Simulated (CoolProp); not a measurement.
Saturation properties of methanol (Tc = 513.4 K, pc = 82.16 bar, ω = 0.565).

Computed with CoolProp (reference Helmholtz-energy equation of state, de Reuck 1993).

```csv
T (K),p (bar),enthalpy of vaporisation (kJ/kg),liquid cp (kJ/(kg K)),vapour Z,liquid viscosity (µPa s),vapour viscosity (µPa s)
388.2,5.567,980.9,3.341,0.8778,…,12.2
396.1,6.956,957.0,3.440,0.8620,178,…
404,8.610,931.3,3.546,0.8443,165,12.6
411.9,10.56,…,…,0.8248,153,12.8
419.8,12.85,873.5,3.783,0.8033,142,13.0
427.6,15.48,841.7,3.918,0.7801,132,13.2
435.5,18.56,807.2,4.069,0.7549,122,13.4
443.4,22.09,…,4.242,0.7286,113,13.7
451.3,26.13,732.8,…,0.7021,104,13.9
459.2,30.72,694.0,4.681,0.6763,96.3,14.2
467.1,35.89,653.9,4.980,0.6506,88.5,14.6
475,41.69,610.5,5.381,0.6221,…,15.1
```

**Question.** Some entries are withheld; supply them.

**Answer.** 
- 388.2, liquid viscosity (µPa s): 192
- 396.1, vapour viscosity (µPa s): 12.4
- 411.9, enthalpy of vaporisation (kJ/kg): 903.5
- 411.9, liquid cp (kJ/(kg K)): 3.659
- 443.4, enthalpy of vaporisation (kJ/kg): 770.8
- 451.3, liquid cp (kJ/(kg K)): 4.442
- 475, liquid viscosity (µPa s): 81.1

It boils at 337.6 K under 1 atm.

Viscosity comes from a separate model (Xiang 2006).
